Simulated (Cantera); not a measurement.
A closed system holds: 1 mol SO₂, 0.3 mol O₂, 0.84 mol H₂, equilibrated at 1502 °C and 7200 Pa.

Cantera equilibrium calculation (NASA polynomials, part measured and part estimated; ideal gas, pure solids and liquids). Candidate condensed phases: H₂O, H₂SO₄, S; 19 gas species. Rates play no part.

Base state: SO₂ 0.500, H₂O 0.418, H₂ 0.0441, SO 0.0185, S₂ 0.0149, H₂S 0.00170, SH 0.00104, S₂O 0.000743 (mole fractions); condensed: gas only.

Problem. What changes in the equilibrium state with this change: H₂ from 0.84 to 0.082 mol?

Solution. 
| species | before | after |
|---|---|---|
| SO₂ | 0.500 | 0.745 |
| O₂ | 2.26e-6 | 0.192 |
| H₂O | 0.418 | 0.0607 |
| S₂ | 0.0149 | <1e-9 |
| H₂ | 0.0441 | 2.19e-5 |
| SO | 0.0185 | 9.44e-5 |
| H₂S | 0.00170 | <1e-9 |
| SH | 0.00104 | <1e-9 |
| S₂O | 0.000743 | <1e-9 |
| S | 0.000276 | 4.82e-9 |
| SO₃ | 2.32e-6 | 0.00101 |
